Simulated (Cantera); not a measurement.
Gas mixture: 100 % O2, at 0.00480 bar, frozen composition.

Cantera's kinetic-theory transport with the Lennard-Jones parameters of GRI-Mech 3.0, ideal gas; thermal conductivity in the mixture-averaged form.

One state of this run: ρ (kg/m³) = 0.00369; cp (J/kg/K) = 971.4; μ (µPa s) = 30.0; λ (mW/m/K) = 41.1; Pr = 0.709; D (cm²/s) NO = 105; D (cm²/s) C2H2 = 87.7; D (cm²/s) N2 = 107. D: mixture-averaged diffusion coefficient of that species in the mixture.

Problem. Which value of T (K) does it belong to?
(A) 900
(B) 1000
(C) 800
(D) 500

Solution. D, 500
